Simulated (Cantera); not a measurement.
Stirred combustor or abatement burner

A perfectly stirred reactor is fed with 9.36 % CH4, 20.1 % O2, 70.5 % N2, at 750 Torr; it is adiabatic with a 398 K inlet, and is followed from long to short residence time, starting on the burning branch (τ in s: 0.39, 0.14, 0.051, 0.019, 0.0068, 0.0025, 0.0009, 0.00033, 0.00012, 4.3e-05).

Detailed kinetics in Cantera: GRI-Mech 3.0 (53 species, 325 reactions).

| τ (s) | T (K) | x CH4 | x O2 | x C2H6 | x CO | x HCO |
|---|---|---|---|---|---|---|
| 0.39 | 2275 | 7.08e-7 | 0.0160 | <1e-12 | 0.00713 | 6.90e-9 |
| 0.14 | 2273 | 1.88e-6 | 0.0166 | <1e-12 | 0.00744 | 1.82e-8 |
| 0.051 | 2264 | 4.67e-6 | 0.0174 | 3.03e-12 | 0.00824 | 4.89e-8 |
| 0.019 | 2244 | 1.06e-5 | 0.0187 | 1.51e-11 | 0.00991 | 1.30e-7 |
| 0.0068 | 2203 | 2.31e-5 | 0.0207 | 6.71e-11 | 0.0130 | 3.60e-7 |
| 0.0025 | 2143 | 4.80e-5 | 0.0235 | 2.63e-10 | 0.0170 | 9.57e-7 |
| 0.00090 | 2064 | 0.000105 | 0.0269 | 1.14e-9 | 0.0217 | 2.55e-6 |
| 0.00033 | 1975 | 0.000251 | 0.0310 | 5.97e-9 | 0.0269 | 6.61e-6 |
| 0.00012 | 1874 | 0.000719 | 0.0374 | 5.19e-8 | 0.0344 | 1.77e-5 |
| 4.3e-5 | 398 | 0.0936 | 0.201 | <1e-12 | <1e-12 | <1e-12 |
x: mole fraction; the columns are a selection and need not sum to one.
